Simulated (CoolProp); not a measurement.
Model: reference Helmholtz-energy equation of state, Gao 2022, in CoolProp.

**Question.** For n-perfluorohexane, give the phase and the cp (kJ/(kg K)), cv (kJ/(kg K)) at 259 K and 62.2 kPa; 259 K and 373 kPa.

**Answer.** 
- 259 K and 62.2 kPa: liquid; cp 0.986, cv 0.794
- 259 K and 373 kPa: liquid; cp 0.985, cv 0.794
